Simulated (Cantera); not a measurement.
An adiabatic, constant-pressure homogeneous reactor starts with H2 : O2 : N2 = 1 : 0.312 : 1.44 (molar parts), equivalence ratio 1.6, at 950 K and 61000 Pa. Integrator tolerance rtol = 1e-08.

Computed with Cantera and GRI-Mech 3.0 (53 species, 325 reactions).

What does this change do: pressure from 61000 Pa to 500000 Pa?


| quantity | before | after |
|---|---|---|
| time of steepest temperature rise | 0.995 ms | 37.2 ms |
| temperature at 1.00 s | 2490 K | 2547 K |
| equilibrium temperature | 2490 K | 2547 K |
| x(H2) at 1.00 s | 0.150 (gas-phase equilibrium 0.150) | 0.152 (gas-phase equilibrium 0.152) |
| x(O2) at 1.00 s | 0.000146 (gas-phase equilibrium 0.000146) | 3.08e-5 (gas-phase equilibrium 3.08e-5) |
| x(NO2) at 1.00 s | 9.50e-9 (gas-phase equilibrium 9.50e-9) | 6.00e-9 (gas-phase equilibrium 6.00e-9) |
| x(H) at 1.00 s | 0.0120 (gas-phase equilibrium 0.0120) | 0.00541 (gas-phase equilibrium 0.00541) |
| x(HO2) at 1.00 s | 8.29e-8 (gas-phase equilibrium 8.29e-8) | 5.10e-8 (gas-phase equilibrium 5.10e-8) |
The hydrogen kinetics of GRI-Mech 3.0 are dated; newer H2 mechanisms differ, most at raised pressure.

What does this change do: O2 0.312 to 0.14 parts?


| quantity | before | after |
|---|---|---|
| time of steepest temperature rise | 0.995 ms | 1.92 ms |
| temperature at 1.00 s | 2490 K | 1766 K |
| equilibrium temperature | 2490 K | 1766 K |
| x(H2) at 1.00 s | 0.150 (gas-phase equilibrium 0.150) | 0.295 (gas-phase equilibrium 0.295) |
| x(O2) at 1.00 s | 0.000146 (gas-phase equilibrium 0.000146) | 3.80e-10 (gas-phase equilibrium 3.80e-10) |
| x(NO2) at 1.00 s | 9.50e-9 (gas-phase equilibrium 9.50e-9) | <1e-12 (gas-phase equilibrium <1e-12) |
| x(H) at 1.00 s | 0.0120 (gas-phase equilibrium 0.0120) | 0.000187 (gas-phase equilibrium 0.000187) |
| x(HO2) at 1.00 s | 8.29e-8 (gas-phase equilibrium 8.29e-8) | <1e-12 (gas-phase equilibrium <1e-12) |

What does this change do: initial temperature 950 to 1650 K?


| quantity | before | after |
|---|---|---|
| time of steepest temperature rise | 0.995 ms | 15.7 µs |
| temperature at 1.00 s | 2490 K | 2796 K |
| equilibrium temperature | 2490 K | 2796 K |
| x(H2) at 1.00 s | 0.150 (gas-phase equilibrium 0.150) | 0.146 (gas-phase equilibrium 0.146) |
| x(O2) at 1.00 s | 0.000146 (gas-phase equilibrium 0.000146) | 0.00174 (gas-phase equilibrium 0.00174) |
| x(NO2) at 1.00 s | 9.50e-9 (gas-phase equilibrium 9.50e-9) | 1.36e-7 (gas-phase equilibrium 1.36e-7) |
| x(H) at 1.00 s | 0.0120 (gas-phase equilibrium 0.0120) | 0.0398 (gas-phase equilibrium 0.0398) |
| x(HO2) at 1.00 s | 8.29e-8 (gas-phase equilibrium 8.29e-8) | 1.03e-6 (gas-phase equilibrium 1.03e-6) |
